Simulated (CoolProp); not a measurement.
Dodecamethylpentasiloxane (MD3M) along the isobar 618 kPa: Z from the reference equation and from simpler models built on Tc = 628.0 K, pc = 954.0 kPa, ω = 0.730; each cubic takes its own stable root.

Values from CoolProp's reference Helmholtz-energy equation of state, Thol 2019.

| T (K) | phase | reference | van der Waals | Soave-Redlich-Kwong |
|---|---|---|---|---|
| 537.9 | liquid | 0.08703 | 0.1555 | 0.09924 |
| 547.5 | liquid | 0.08758 | 0.1572 | 0.1005 |
| 557.1 | liquid | 0.08836 | 0.1597 | 0.1022 |
| 566.7 | liquid | 0.08945 | 0.6372 | 0.1045 |
| 576.4 | liquid | 0.09099 | 0.6652 | 0.1077 |
| 586 | liquid | 0.09316 | 0.6882 | 0.1122 |
| 595.6 | liquid | 0.09647 | 0.7080 | 0.1191 |
| 605.2 | gas | 0.6209 | 0.7253 | 0.6562 |

At some of these states van der Waals gives the other phase, because its saturation line lies elsewhere.
